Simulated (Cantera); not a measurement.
A freely propagating, adiabatic, planar premixed flame of H2 : O2 : N2 = 1 : 0.676 : 2.54 (molar parts), unburnt at 448 K and 760 Torr; mixture-averaged transport, grid criteria slope 0.08 and curve 0.16, no radiation.

Computed with Cantera and the H2/O2 subset of GRI-Mech 3.0, which has no nitrogen chemistry. Burning velocities carry a grid error of a few per cent, more on coarse grids.

Problem. Predict: laminar burning velocity; thermal thickness; peak x(H2O2); peak x(O); peak x(HO2).

Solution. 
* **laminar burning velocity**: 307 cm/s
* **thermal thickness**: 0.385 mm
* **peak x(H2O2)**: 5.14e-5
* **peak x(O)**: 0.0111
* **peak x(HO2)**: 0.000401
